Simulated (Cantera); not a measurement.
A perfectly stirred reactor is fed with 10.6 % CH₄, 19.3 % O₂, 67.5 % N₂, 2.55 % H₂O, at 225 Torr; it is adiabatic with a 800 K inlet, and is followed from long to short residence time, starting on the burning branch (τ in s: 0.05, 0.021, 0.0091, 0.0039, 0.0017, 0.00071, 0.0003, 0.00013, 5.6e-05, 2.4e-05, 1e-05).

Cantera simulation using GRI-Mech 3.0 (53 species, 325 reactions); the numbers are that mechanism's predictions, not measurements.

One state of this run: T (K) = 2141; x CH₄ = 0.000209; x O₂ = 0.0182; x H₂O = 0.181; x CO = 0.0470; x CO₂ = 0.0528; x C₂H₂ = 2.60e-7. x: mole fraction; the columns are a selection and need not sum to one.

Question: Which value of τ (s) does it belong to?
A. 1.0e-5
B. 0.00071
C. 0.00013
D. 0.0017

Answer: B, 0.00071
